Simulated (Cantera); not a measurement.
An isothermal, constant-pressure homogeneous reactor starts with C2H6 : H2 = 8.6 : 3.2 (molar parts), at 1498 K and 100.0 Torr.

Detailed kinetics in Cantera: GRI-Mech 3.0 (53 species, 325 reactions). GRI-Mech 3.0 stops at C3 and has no aromatics, soot or wall deposition, so with more carbon than oxygen in the feed, carbon stays in small species such as C2H2 where larger ones or solid carbon would form.

One state of this run: x C2H6 = 0.000472; x H2 = 0.498; x H = 4.11e-5; x C2H4 = 0.163; x C2H2 = 0.142; x CH2 = 1.99e-8; x CH3 = 0.000323. x: mole fraction; the columns are a selection and need not sum to one.

Problem. Which value of t (s) does it belong to?
A) 9.00e-5
B) 0.00565
C) 1.00
D) 0.000713

Solution. B, 0.00565
